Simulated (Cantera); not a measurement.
A perfectly stirred reactor is fed with 13.7 % CO, 0.737 % H2, 18.0 % O2, 67.6 % N2, at 320000 Pa; it is adiabatic with a 700 K inlet, and is followed from long to short residence time, starting on the burning branch (τ in s: 0.029, 0.014, 0.0072, 0.0036, 0.0018, 0.00087, 0.00043, 0.00022, 0.00011, 5.3e-05, 2.6e-05, 1.3e-05, 6.5e-06).

Model: GRI-Mech 3.0 (53 species, 325 reactions), integrated in Cantera. The hydrogen kinetics of GRI-Mech 3.0 are dated; newer H2 mechanisms differ, most at raised pressure.

One state of this run: T (K) = 1836; x CO = 0.00314; x H2 = 2.61e-5; x O2 = 0.117; x OH = 0.000717; x CO2 = 0.144. x: mole fraction; the columns are a selection and need not sum to one.

Question: Which value of τ (s) does it belong to?
A. 2.6e-5
B. 0.014
C. 0.0036
D. 0.00011

Answer: B, 0.014
